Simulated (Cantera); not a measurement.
A closed system holds: 1 mol CS2, 0.91 mol O2, 1.1 mol H2O, held at 1.33 mbar.

Equilibrium computed with Cantera from the NASA thermochemical tables; the gas is ideal and each condensed phase is pure. Candidate condensed phases: C, C6H6, C7H8, C8H18, H2O, H2SO4, S; 123 gas species. The numbers say what is thermodynamically allowed, not how fast it happens. All values below are at 2423 K.

Base state: CO 0.213, SO 0.196, H 0.165, S 0.125, H2 0.115, SO2 0.0797, H2O 0.0408, S2 0.0213 (mole fractions); condensed: gas only.

**Question.** What changes in the equilibrium state with this change: 0.041 mol NH3 added?

**Answer.** 
| species | before | after |
|---|---|---|
| CO | 0.213 | 0.209 |
| SO | 0.196 | 0.191 |
| H | 0.165 | 0.169 |
| H2 | 0.115 | 0.120 |
| SO2 | 0.0797 | 0.0769 |
| CO2 | 0.0126 | 0.0122 |
| H2O | 0.0408 | 0.0421 |
| S2 | 0.0213 | 0.0208 |
| O | 0.0105 | 0.0104 |
| S | 0.125 | 0.124 |
| OH | 0.0110 | 0.0111 |
| N2 | 0 | 0.00446 |
| NO | 0 | 0.000127 |
